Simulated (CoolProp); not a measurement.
A simple Rankine cycle with sulfur dioxide: condensing at 332.15 K, boiler at 6.9 MPa, turbine inlet 424.6 K, turbine efficiency 0.8, pump efficiency 0.7, no recuperator. Each further row changes one setting.

Model: reference Helmholtz-energy equation of state, Gao 2016, in CoolProp.

```csv
case,thermal efficiency (%),net work (kJ/kg),heat in (kJ/kg),turbine exit temperature (K),volume ratio over the turbine
as stated,12.5,35.6,284,332.2,6.98
turbine inlet 444.6 K,13.4,44.3,331,332.2,5.80
condensing temperature 324.15 K,13.6,40.3,296,324.2,8.59
boiler pressure 4.83 MPa,11.6,39.5,340,332.2,4.00
turbine efficiency 0.7,10.7,30.3,284,332.2,7.12
```

The expansion ends wet for: as stated; turbine inlet 444.6 K; condensing temperature 324.15 K; boiler pressure 4.83 MPa; turbine efficiency 0.7.
